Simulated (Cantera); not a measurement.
A closed system holds: 1 mol CF₄, a varied amount of HCl, at 2100 °C and 10.0 mbar.

Cantera equilibrium calculation (NASA polynomials, part measured and part estimated; ideal gas, pure solids and liquids). Candidate condensed phases: C, C₆H₆, C₇H₈, C₈H₁₈; 118 gas species. Gases not in the tables: C₂F₆ and larger saturated fluorocarbons. The numbers say what is thermodynamically allowed, not how fast it happens.

log p: log10 of the partial pressure in bar; n: condensed amount in mol.

```csv
n(HCl) (mol),log p F,log p HF,log p Cl,log p CF₂,log p CF₄,n C(graphite)
0.24,-2.33,-3.07,-3.07,-2.57,-3.11,0
0.35,-2.37,-2.93,-2.93,-2.58,-3.20,0
0.46,-2.41,-2.83,-2.83,-2.59,-3.30,0
0.57,-2.45,-2.76,-2.76,-2.60,-3.39,0
0.68,-2.50,-2.71,-2.71,-2.61,-3.49,0
0.8,-2.54,-2.66,-2.66,-2.63,-3.59,___
0.91,-2.56,-2.62,-2.62,-2.66,-3.67,___
1,-2.58,-2.60,-2.60,-2.69,-3.73,___
1.1,-2.60,-2.57,-2.57,-2.73,-3.80,___
1.2,-2.61,-2.55,-2.55,-2.76,-3.87,___
1.4,-2.65,-2.52,-2.52,-2.83,-4.01,___
1.5,-2.67,-2.50,-2.50,-2.87,-4.08,___
```

Problem. Complete the blanks.

Solution. 
- 0.8, n C(graphite): 0.00821
- 0.91, n C(graphite): 0.0536
- 1, n C(graphite): 0.0905
- 1.1, n C(graphite): 0.131
- 1.2, n C(graphite): 0.172
- 1.4, n C(graphite): 0.252
- 1.5, n C(graphite): 0.291
